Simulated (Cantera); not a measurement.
A perfectly stirred reactor is fed with NH3 : H2 = 1 : 0.22 (molar parts), at 1.01 bar; it is held at 2200 K, and followed from long to short residence time.

Cantera simulation using the gas-phase N/H chemistry of the illustrative SiF4/NH3 mechanism in the Surface Chemkin manual (1991); the numbers are that mechanism's predictions, not measurements. Walls and surfaces, which speed up NH3 decomposition in real reactors, are not modelled.

**Question.** What does this change do: H2 0.22 to 1.3 parts?

**Answer.** 
```json
[
 {"quantity": "x(NH3) at τ = 0.640 s", "before": "0.00514", "after": "0.00392"},
 {"quantity": "x(H2) at τ = 0.640 s", "before": "0.768", "after": "0.842"},
 {"quantity": "x(N2H4) at τ = 0.640 s", "before": "6.90e-10", "after": "4.38e-10"},
 {"quantity": "x(H) at τ = 0.640 s", "before": "0.00387", "after": "0.00443"},
 {"quantity": "x(N) at τ = 0.640 s", "before": "2.99e-6", "after": "2.60e-6"},
 {"quantity": "x(NH3) at τ = 15.0 ms", "before": "0.163", "after": "0.106"},
 {"quantity": "x(H2) at τ = 15.0 ms", "before": "0.655", "after": "0.778"},
 {"quantity": "x(N2H4) at τ = 15.0 ms", "before": "8.16e-8", "after": "4.48e-8"},
 {"quantity": "x(H) at τ = 15.0 ms", "before": "0.00113", "after": "0.00154"},
 {"quantity": "x(N) at τ = 15.0 ms", "before": "3.41e-6", "after": "3.45e-6"}
]
```

**Question.** What does this change do: pressure from 1.01 bar to 0.133 bar?

**Answer.** 
| quantity | before | after |
|---|---|---|
| x(NH3) at τ = 0.640 s | 0.00514 | 0.0281 |
| x(H2) at τ = 0.640 s | 0.768 | 0.752 |
| x(N2H4) at τ = 0.640 s | 6.90e-10 | 1.15e-9 |
| x(H) at τ = 0.640 s | 0.00387 | 0.00247 |
| x(N) at τ = 0.640 s | 2.99e-6 | 4.37e-6 |
| x(NH3) at τ = 15.0 ms | 0.163 | 0.516 |
| x(H2) at τ = 15.0 ms | 0.655 | 0.399 |
| x(N2H4) at τ = 15.0 ms | 8.16e-8 | 5.55e-8 |
| x(H) at τ = 15.0 ms | 0.00113 | 0.000498 |
| x(N) at τ = 15.0 ms | 3.41e-6 | 3.09e-6 |
